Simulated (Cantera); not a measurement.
Charge: 1 mol SiH₂Cl₂, 7.3 mol NH₃, 51 mol N₂, at 973 K and 0.133 bar.

Method: chemical equilibrium by Gibbs-energy minimisation in Cantera with the NASA 1993 tables (ideal gas, pure condensed phases). Candidate condensed phases: NH₄Cl, Si, Si₃N₄; 28 gas species. The numbers say what is thermodynamically allowed, not how fast it happens.

Question: What is the equilibrium state?

Answer: 
* **x(N₂)**: 0.807
* **x(H₂)**: 0.164
* **x(HCl)**: 0.0299
* **x(SiCl₄)**: 5.88e-6
* **x(NH₃)**: 5.54e-6
* **n(Si₃N₄(s))**: 0.333 mol
* **gas amount**: 66.93 mol
* **log10 activity of Si(s) (absent)**: -6.91
